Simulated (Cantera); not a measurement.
A closed system holds: 1 mol TiO2, 0.016 mol Cl2, 0.29 mol O2, at 0.0330 bar.

Equilibrium computed with Cantera from the NASA thermochemical tables; the gas is ideal and each condensed phase is pure. Candidate condensed phases: Ti, TiCl2, TiCl3, TiCl4, TiO, TiO2, Ti2O3, Ti3O5, Ti4O7; 15 gas species. Condensed phases not in the tables: TiOCl. Kinetics and transport are ignored.

x: gas mole fraction; n: condensed amount in mol.

| T (K) | x O2 | x Cl | x Cl2 | x O | n TiO2(rutile) |
|---|---|---|---|---|---|
| 798 | 0.948 | 1.12e-5 | 0.0523 | <1e-12 | 1.00 |
| 873 | 0.948 | 5.57e-5 | 0.0523 | 1.02e-11 | 1.00 |
| 948 | 0.948 | 0.000215 | 0.0522 | 1.59e-10 | 1.00 |
| 1023 | 0.947 | 0.000682 | 0.0519 | 1.67e-9 | 1.00 |
| 1098 | 0.947 | 0.00184 | 0.0513 | 1.27e-8 | 1.00 |
| 1173 | 0.946 | 0.00436 | 0.0500 | 7.48e-8 | 1.00 |
| 1248 | 0.943 | 0.00918 | 0.0474 | 3.56e-7 | 1.00 |
| 1323 | 0.939 | 0.0173 | 0.0431 | 1.42e-6 | 1.00 |
| 1398 | 0.934 | 0.0295 | 0.0367 | 4.88e-6 | 1.00 |
| 1473 | 0.926 | (withheld) | (withheld) | (withheld) | 1.00 |
| 1548 | 0.918 | 0.0617 | 0.0197 | 4.02e-5 | 1.00 |
| 1623 | 0.911 | (withheld) | (withheld) | (withheld) | 1.00 |
| 1698 | 0.906 | 0.0862 | 0.00678 | 0.000229 | 1.00 |
| 1773 | 0.903 | 0.0922 | 0.00363 | 0.000491 | 1.00 |

**Question.** Complete the blanks.

**Answer.** 
- 1623, x Cl: 0.0761
- 1623, x Cl2: 0.0121
- 1623, x O: 1.00e-4
- 1473, x Cl: 0.0451
- 1473, x Cl2: 0.0285
- 1473, x O: 1.48e-5
